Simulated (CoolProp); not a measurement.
Vapour-liquid equilibrium of propane (1) + isohexane (2) at 331.5 K; x and y are mole fractions of (1).

Model: multi-fluid Helmholtz-energy mixture model, Lemmon 2009 and Lemmon 2006; pair parameters Bell 2016, in CoolProp.

```
x     bubble pressure, mixture model (bar)  bubble pressure, Raoult's law (bar)  y, mixture model  y, Raoult's law
----  ------------------------------------  -----------------------------------  ----------------  ---------------
0.05                                 1.773                                1.930               ___            0.530
0.2                                  4.287                                4.855             0.797            0.843
0.35                                 6.890                                7.781             0.885            0.920
0.5                                    ___                                10.71             0.928            0.955
0.65                                 12.46                                13.63             0.955            0.975
0.8                                    ___                                16.56             0.975            0.988
0.95                                 19.09                                19.48               ___            0.998
```

Q: Complete the blanks.

A: 
- 0.05, y, mixture model: 0.470
- 0.5, bubble pressure, mixture model (bar): 9.599
- 0.8, bubble pressure, mixture model (bar): 15.55
- 0.95, y, mixture model: 0.993

The largest gap from Raoult's law is -11.7 % in bubble pressure, at x = 0.2. No azeotrope shows between x = 0.05 and 0.95.

Pair parameters are fitted to limited data, so mixtures are less certain than the pure fluids.
